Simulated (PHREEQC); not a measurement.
2.4 g of hydrous ferric oxide (600 m²/g; 0.2 weak and 0.005 strong sites per Fe, Dzombak-Morel constants, diffuse double layer) in 1 kg of water with 0.001 mol/kgw of an inert sodium salt, at 25 °C; the pH is set by adding NaOH or the inert anion's acid. Oxygen is held at 0.21 atm. CO2 from the air is kept out. No solid was allowed to form.

Base run: PHREEQC, ion-association model, wateq4f.dat. Each further column changes one thing. The table gives surface charge σ (C/m²).

```tsv
pH	base	background salt from 0.001 to 0.0001 mol/kgw	0.0034 mol/kgw Ag2SO4 added
3	0.286	0.273	0.027
4	0.144	0.116	[?]
4.5	0.093	0.064	[?]
5	0.057	0.033	[?]
6	0.020	0.008	0.015
7	0.006	0.002	0.009
7.5	0.003	0.001	[?]
8	0.000	0.000	0.001
9	-0.004	[?]	[?]
```

Q: Some entries are withheld; supply them.

A: 
- 4, 0.0034 mol/kgw Ag2SO4 added: 0.025
- 4.5, 0.0034 mol/kgw Ag2SO4 added: 0.024
- 5, 0.0034 mol/kgw Ag2SO4 added: 0.022
- 7.5, 0.0034 mol/kgw Ag2SO4 added: 0.005
- 9, background salt from 0.001 to 0.0001 mol/kgw: -0.002
- 9, 0.0034 mol/kgw Ag2SO4 added: -0.009

The oxide is taken as insoluble; below pH 4 it would dissolve.
